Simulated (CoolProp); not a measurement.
Tetrahydrofuran at several states: density (kg/m³) from the reference equation and from simpler models built on Tc = 540.2 K, pc = 5304 kPa, ω = 0.234; each cubic takes its own stable root.

The numbers come from the reference Helmholtz-energy equation of state, Fiedler 2023 in CoolProp.

| T (K) | p (kPa) | phase | reference | Soave-Redlich-Kwong | Peng-Robinson |
|---|---|---|---|---|---|
| 339.2 | 77.6 | gas | 2.027 | 2.025 | 2.026 |
| 420.4 | 17.8 | gas | 0.3681 | 0.3681 | 0.3682 |
| 266 | 73.3 | liquid | 916.9 | 847.4 | [?] |
| 228.8 | 3040 | liquid | [?] | 877.4 | 984.5 |
| 255.8 | 73.6 | liquid | [?] | 855.6 | [?] |
| 416.1 | 18100 | liquid | [?] | [?] | 817.2 |

What belongs in the gaps?


- 266, Peng-Robinson: 953.1
- 228.8, reference: 958.0
- 255.8, reference: 927.7
- 255.8, Peng-Robinson: 961.8
- 416.1, reference: 772.9
- 416.1, Soave-Redlich-Kwong: 726.1
